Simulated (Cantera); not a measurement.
Charge: 1 mol Al2O3, 47 mol H2, 0.1 mol H2O, at 1450 K and 230 Pa.

These are equilibrium values from Cantera (NASA tables, ideal gas, pure condensed phases), not measurements of a reactor. Candidate condensed phases: Al, Al2O3, H2O; 19 gas species. The numbers say what is thermodynamically allowed, not how fast it happens.

Base state: H2 0.998, H2O 0.00212, H 0.000197 (mole fractions); condensed: Al2O3(s).

Problem. What changes in the equilibrium state with this change: temperature from 1450 K to 1748.15 K?

Solution. 
```json
[
 {"species": "H2", "before": "0.998", "after": "0.993"},
 {"species": "H", "before": "0.000197", "after": "0.00475"},
 {"species": "H2O", "before": "0.00212", "after": "0.00212"},
 {"species": "Al2O3(s), mol", "before": "1.00", "after": "1.000"}
]
```
